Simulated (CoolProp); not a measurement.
A closed Brayton cycle with nitrogen: compressor inlet 316.15 K and 6 MPa, high pressure 15.5 MPa, turbine inlet 645 K, compressor efficiency 0.8, turbine efficiency 0.93, recuperator effectiveness 0.9 (on enthalpy, no pinch check). Each further row changes one setting.

The numbers come from the reference Helmholtz-energy equation of state, Span 2000 in CoolProp.

```tsv
case	thermal efficiency (%)	net work (kJ/kg)	compressor to turbine work	compressor exit (K)	turbine exit (K)
as stated	13.7	22.7	0.85	440.4	504.9
turbine inlet 595 K	7.0	10.5	0.93	440.4	464.5
compressor inlet 326.15 K	11.1	18.3	0.88	454.3	504.9
high pressure 13.2 MPa	16.6	24.5	0.81	416.9	526.4
recuperator effectiveness 0.5	11.7	22.7	0.85	440.4	504.9
```
